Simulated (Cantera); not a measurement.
Charge: 1 mol Si₂Cl₆, 22 mol H₂, 0.11 mol Cl₂, held at 1400 K and 0.0720 bar.

Method: chemical equilibrium by Gibbs-energy minimisation in Cantera with the NASA 1993 tables (ideal gas, pure condensed phases). Candidate condensed phases: Si; 19 gas species. The feed counts by its element totals alone. The tables' values for SiCl₃ are old estimates; treat these amounts as uncertain. The numbers say what is thermodynamically allowed, not how fast it happens.

Task: What is the equilibrium state?

Result: 
- x(H₂) = 0.829
- x(HCl) = 0.112
- x(SiCl₂) = 0.0443
- x(SiCl₃) = 0.00725
- x(SiCl₄) = 0.00504
- x(SiHCl₃) = 0.00265
- x(SiH₂Cl₂) = 0.000209
- x(H) = 1.65e-5
- x(SiH₃Cl) = 4.76e-6
- n(Si(s)) = 0.523 mol
- gas amount = 24.82 mol
